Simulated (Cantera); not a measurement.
An isothermal, constant-pressure homogeneous reactor starts with CH₃OH : O₂ : N₂ = 0.0068 : 0.00069 : 1 (molar parts), at 1575 K and 9.87 atm.

Detailed kinetics in Cantera: GRI-Mech 3.0 (53 species, 325 reactions). GRI-Mech 3.0 was tuned for natural gas; its chemistry of methanol as a main component is partial and can be far from experiment.

One state of this run: x CH₃OH = 1.68e-10; x O₂ = <1e-12; x CO = 0.00637; x CH₂ = 1.71e-11; x O = <1e-12. x: mole fraction; the columns are a selection and need not sum to one.

### Question
Which value of t (s) does it belong to?
(A) 0.000334
(B) 0.761
(C) 7.00e-6
(D) 4.84e-5

### Answer
B, 0.761
